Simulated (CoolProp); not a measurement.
Vapour-liquid equilibrium of carbon dioxide (1) + hydrogen sulfide (2) at 2.4 MPa; x and y are mole fractions of (1).

The numbers come from the multi-fluid Helmholtz-energy mixture model, Span 1996 and Lemmon 2006; pair parameters Kunz 2012 in CoolProp.

```csv
x,bubble temperature (°C),y at the bubble point,dew temperature at overall composition x (°C),liquid density (mol/L)
0.05,24.3,0.180,30.1,22.70
0.2,8.5,0.493,23.4,23.37
0.35,0.2,0.637,16.1,23.19
0.5,-4.8,0.724,8.1,22.66
0.65,-8.2,0.794,-0.6,22.14
0.8,-10.9,0.869,-8.4,21.95
0.95,-12.9,0.962,-12.7,22.38
```

No azeotrope shows between x = 0.05 and 0.95.

The pair parameters rest on a limited set of measurements; away from them the model extrapolates.
